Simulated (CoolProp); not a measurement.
A Linde-Hampson liquefier for CF4 (R14): isothermal reversible compression at 320 K from 1 atm to 20 MPa, throttling to 1 atm, return gas leaving the recuperator 2 K below the feed. Each further row changes one setting.

The numbers come from the reference Helmholtz-energy equation of state, Platzer 1990 in CoolProp. This equation is an older, rougher fit; its heat capacities, sound speeds and derivatives of the liquid may be far off and weren't checked against measurements.

```json
[
 {"case": "as stated", "liquid yield per pass": "0.222", "compression work (kJ/kg of gas)": "148"},
 {"case": "high pressure 40 MPa", "liquid yield per pass": "0.249", "compression work (kJ/kg of gas)": "169"},
 {"case": "warm-end temperature 350 K", "liquid yield per pass": "0.167", "compression work (kJ/kg of gas)": "166"},
 {"case": "warm-end gap 7 K", "liquid yield per pass": "0.209", "compression work (kJ/kg of gas)": "148"}
]
```
